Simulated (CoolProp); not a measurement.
Vapour-liquid equilibrium of R152A (1) + isobutene (2) at 2.21 kPa; x and y are mole fractions of (1).

Computed with CoolProp (multi-fluid Helmholtz-energy mixture model, Outcalt 1996 and Lemmon 2005; pair parameters Bell 2016).

```tsv
x	bubble temperature, mixture model (°C)	bubble temperature, Raoult's law (°C)	y, mixture model	y, Raoult's law
0.05	-80.8	-76.6	?	0.106
0.125	-84.3	-77.7	0.549	0.243
0.2	-85.9	-78.7	?	0.361
0.275	-86.6	-79.6	0.662	0.462
0.35	?	-80.4	0.681	0.549
0.425	-87.2	-81.2	0.692	0.626
0.5	-87.3	-81.9	0.699	0.694
0.575	-87.3	-82.6	?	0.755
0.65	-87.4	-83.3	0.715	0.809
0.725	-87.4	-83.9	0.730	0.857
0.8	-87.4	-84.4	0.756	0.901
0.875	-87.2	-85.0	?	0.941
0.95	-86.6	-85.5	0.894	0.978
```

Problem. What belongs in the gaps?

Solution. 
- 0.05, y, mixture model: 0.357
- 0.2, y, mixture model: 0.625
- 0.35, bubble temperature, mixture model (°C): -87.0
- 0.575, y, mixture model: 0.706
- 0.875, y, mixture model: 0.804

The largest gap from Raoult's law is -7.2 K in bubble temperature, at x = 0.2. y crosses x between x = 0.725 and 0.8: the model has an azeotrope there.

Pair parameters are fitted to limited data, so mixtures are less certain than the pure fluids.
